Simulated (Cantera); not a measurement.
Predominance diagram of Ca at 975 K against the partial pressures of O2 and Cl2 (log10, bar). Cantera with NASA thermochemical tables; ideal gases at 1 bar, condensed phases pure. Candidates: Ca(s), CaCl2(s), CaO(s). Only these pure phases compete in this equilibrium. Not in the tables: oxide halides.

Q: Which phase is stable at these pairs, and which metal-bearing vapour leads over it? (-6.5, -5.4); (-24.5, -3.6); (-8.2, -7.2); (-24.5, -9); (-16.3, -1.8); (-9.8, -18); (-19.6, -16.2)

A: 
```csv
log p(O2),log p(Cl2),phase,chief vapour,log p (bar)
-6.5,-5.4,CaCl2(s),CaCl2,-8.1
-24.5,-3.6,CaCl2(s),CaCl2,-8.1
-8.2,-7.2,CaCl2(s),CaCl2,-8.1
-24.5,-9,CaCl2(s),CaCl2,-8.1
-16.3,-1.8,CaCl2(s),CaCl2,-8.1
-9.8,-18,CaO(s),CaCl2,-15.2
-19.6,-16.2,CaO(s),CaCl2,-8.5
```
